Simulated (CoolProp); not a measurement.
Computed with CoolProp (reference Helmholtz-energy equation of state, Thol 2017).

Question: For decamethyltetrasiloxane (MD2M), give the phase and the Z, cv (kJ/(kg K)), speed of sound (m/s) at -14.15 °C and 0.474 MPa.

Answer: 
- -14.15 °C and 0.474 MPa: liquid; Z 0.0770, cv 1.32, speed of sound 1070
